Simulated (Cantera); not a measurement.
Feed: 1 mol Cu2O, 0.86 mol CO, 0.18 mol N2, held at 8.50 bar.

Method: chemical equilibrium by Gibbs-energy minimisation in Cantera with the NASA 1993 tables (ideal gas, pure condensed phases). Candidate condensed phases: C, Cu, CuO, Cu2O; 27 gas species. Each liquid is taken as pure. Mutual solubility and eutectic melting of coexisting phases are not modelled. The numbers say what is thermodynamically allowed, not how fast it happens. All values below are at 1727 °C.

Base state: CO2 0.816, N2 0.172, CO 0.00888, O2 0.00174, Cu 0.000507, NO 0.000326 (mole fractions); condensed: Cu(l) + Cu2O(l).

**Question.** What changes in the equilibrium state with this change: CO from 0.86 to 12 mol?

**Answer.** 
```json
[
 {"species": "CO", "before": "0.00888", "after": "0.903"},
 {"species": "CO2", "before": "0.816", "after": "0.0821"},
 {"species": "N2", "before": "0.172", "after": "0.0148"},
 {"species": "Cu", "before": "0.000507", "after": "0.000507"},
 {"species": "O2", "before": "0.00174", "after": "1.70e-9"},
 {"species": "NO", "before": "0.000326", "after": "9.44e-8"},
 {"species": "Cu(l), mol", "before": "1.71", "after": "1.99"},
 {"species": "Cu2O(l), mol", "before": "0.145", "after": "0"}
]
```
